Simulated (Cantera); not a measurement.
A freely propagating, adiabatic, planar premixed flame of 47.4 % H2, 9.48 % O2, 33.2 % N2, 9.95 % H2O, unburnt at 375 K and 83000 Pa; mixture-averaged transport, grid criteria slope 0.08 and curve 0.16, no radiation.

Computed with Cantera and the H2/O2 subset of GRI-Mech 3.0, which has no nitrogen chemistry. Burning velocities carry a grid error of a few per cent, more on coarse grids.

x: mole fraction of selected species; z is measured from the peak of heat release.

```csv
z (mm),T (K),u (m/s),x H2,x O2,x H2O,x H2O2,x HO2,x OH
-1.30,375,3.09,0.474,0.0948,0.0995,<1e-8,<1e-8,<1e-8
-0.867,375,3.09,0.474,0.0948,0.0995,<1e-8,<1e-8,<1e-8
-0.650,375,3.09,0.474,0.0948,0.0995,<1e-8,1.90e-8,<1e-8
-0.434,376,3.09,0.473,0.0949,0.0996,5.65e-8,6.48e-7,<1e-8
-0.217,[?],3.35,0.466,0.0957,0.102,[?],[?],[?]
-0.108,645,5.10,0.439,0.0902,0.123,5.85e-5,0.000332,0.000501
0,989,7.65,0.389,0.0704,0.173,1.27e-5,0.000120,0.000591
0.108,1241,9.51,0.334,0.0390,0.236,1.10e-6,4.98e-5,0.00110
0.217,1381,10.6,0.299,0.0150,0.281,5.01e-7,1.74e-5,0.00140
0.434,1494,11.4,0.284,[?],0.308,[?],[?],0.00146
0.867,1579,12.0,0.289,0.000114,0.313,1.85e-7,1.29e-7,0.00143
1.73,1655,12.5,0.296,4.21e-5,0.315,1.07e-7,5.34e-8,0.00123
3.47,1716,12.9,0.302,1.92e-5,0.317,5.12e-8,2.67e-8,0.000924
```

Question: What belongs in the gaps?

Answer: 
- -0.217, T (K): 412
- -0.217, x H2O2: 1.53e-5
- -0.217, x HO2: 0.000170
- -0.217, x OH: 1.25e-5
- 0.434, x O2: 0.00160
- 0.434, x H2O2: 2.75e-7
- 0.434, x HO2: 1.71e-6
